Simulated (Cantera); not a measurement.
Cantera run, input and output.

```python
import numpy as np
import cantera as ct

gas = ct.Solution("gri30.yaml")
gas.TPX = 475, 101325, {'CH4': 1, 'O2': 2, 'N2': 7.52, 'CO2': 2.2}
inlet = ct.Reservoir(gas, clone=True)
gas.equilibrate("HP")  # start burning
reactor = ct.IdealGasConstPressureReactor(gas, energy="on", clone=False)
exhaust = ct.Reservoir(gas, clone=True)
tau = [0.19, 0.058, 0.018, 0.0055, 0.0017, 0.00053, 0.00016, 5e-05, 1.6e-05, 4.8e-06][0]
for a, b in ((inlet, reactor), (reactor, exhaust)):
    ct.MassFlowController(a, b, mdot=lambda t: reactor.mass / tau)
net = ct.ReactorNet([reactor])
show = ['CH4', 'O2', 'CO2', 'CH3', 'O', 'CH2CO']

rows = []
print(f"{'tau/s':>10s}{'T/K':>9s}" + "".join(f"{s:>11s}" for s in show))
for tau in [0.19, 0.058, 0.018, 0.0055, 0.0017, 0.00053, 0.00016, 5e-05, 1.6e-05, 4.8e-06]:
    net.initial_time = 0.0
    net.advance(30 * tau)
    before = gas.X
    net.advance(40 * tau)
    drift = np.max(np.abs(gas.X - before) / (gas.X + 1e-9))
    rows.append([gas.T, *gas[show].X, drift])
    print(f"{tau:10.3e}{gas.T:9.1f}" + "".join(f"{x:11.3e}" for x in gas[show].X))
```

Output:

```
     tau/s      T/K        CH4         O2        CO2        CH3          O      CH2CO
 1.900e-01   1944.4  5.701e-06  5.468e-03  2.397e-01  2.131e-06  1.127e-04  4.403e-09
 5.800e-02   1914.9  1.276e-05  7.443e-03  2.355e-01  4.465e-06  2.095e-04  1.195e-08
 1.800e-02   1874.2  2.870e-05  1.009e-02  2.300e-01  8.994e-06  3.898e-04  2.865e-08
 5.500e-03   1820.0  6.844e-05  1.351e-02  2.231e-01  1.847e-05  7.013e-04  6.603e-08
 1.700e-03   1753.9  1.766e-04  1.765e-02  2.152e-01  4.003e-05  1.135e-03  1.658e-07
 5.300e-04   1675.5  5.444e-04  2.309e-02  2.062e-01  1.016e-04  1.472e-03  6.186e-07
 1.600e-04    475.0  7.862e-02  1.572e-01  1.730e-01 -1.496e-18 -2.546e-25 -2.736e-18
 5.000e-05    475.0  7.862e-02  1.572e-01  1.730e-01 -5.667e-20 -9.407e-27 -1.037e-19
 1.600e-05    475.0  7.862e-02  1.572e-01  1.730e-01 -7.582e-23 -1.213e-29 -1.470e-22
 4.800e-06    475.0  7.862e-02  1.572e-01  1.730e-01 -3.508e-24 -7.585e-31 -9.287e-24
```

Cantera simulation using GRI-Mech 3.0 (53 species, 325 reactions); the numbers are that mechanism's predictions, not measurements.
